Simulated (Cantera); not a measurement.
What does this Cantera script print?

```python
import numpy as np
import cantera as ct

gas_names = """
    CL CL2 H HCL H2 N NH NH2 NH3 N2 N2H2 N2H4 Si SiCL SiCL2 SiCL3 SiCL4 SiH SiHCL3 SiH2 SiH2CL2 SiH3
    SiH3CL SiH4 SiN Si2 Si2N Si3
""".split()
cond_names = """
    NH4CL(a) NH4CL(b) Si(cr) Si(L) Si3N4(a)
""".split()


# ... load() reads the species with a 1 bar reference pressure and builds the phases ...
atoms = {
    'SiH2Cl2': {'Si': 1, 'H': 2, 'CL': 2},
    'N2': {'N': 2},
}
top_T = {'Si3N4(a)': 2400}  # K; cautious upper limits of use, not melting points


# ... equilibrate(T, P, feed) seeds the gas with the atoms and calls Mixture.equilibrate('TP', solver="vcs", rtol=1e-11, max_steps=5000) ...
results = []
feed = {'SiH2Cl2': 1, 'N2': 1.4}  # mol
T = 1948  # K
P = 133.322  # Pa
mix = equilibrate(T, P, feed)
results.append((T, P, feed, dict(zip(mix.species_names, mix.species_moles))))
x = sorted(zip(gas.X, gas.species_names), reverse=True)
print(f"T = {T:g} K  P = {P:g} Pa  gas = {mix.phase_moles(0):.4g} mol")
print("   x: " + "  ".join(f"{s} {v:.3e}" for v, s in x if v > 1e-06))
print("   condensed (mol): " + ("  ".join(f"{mix.phase(i).name} {mix.phase_moles(i):.4g}"
      for i in range(1, mix.n_phases) if mix.phase_moles(i) > 1e-12) or "none"))
```

Result:

```
T = 1948 K  P = 133.322 Pa  gas = 3.511 mol
   x: N2 3.986e-01  H2 2.115e-01  SiCL2 2.109e-01  HCL 1.323e-01  Si 1.742e-02  H 1.423e-02  SiCL 7.035e-03  CL 6.676e-03  SiCL3 6.146e-04  SiH 2.249e-04  Si2N 1.639e-04  Si2 1.588e-04  SiN 1.188e-04  Si3 3.494e-05  SiH2 1.657e-05  SiCL4 2.233e-06  SiHCL3 1.252e-06
   condensed (mol): Si(L) 0.1676
```

These are equilibrium values from Cantera (NASA tables, ideal gas, pure condensed phases), not measurements of a reactor. The tables' values for SiCl, SiCl3, SiN are old estimates; treat these amounts as uncertain. Gases not in the tables: Si2H6 and higher silanes.
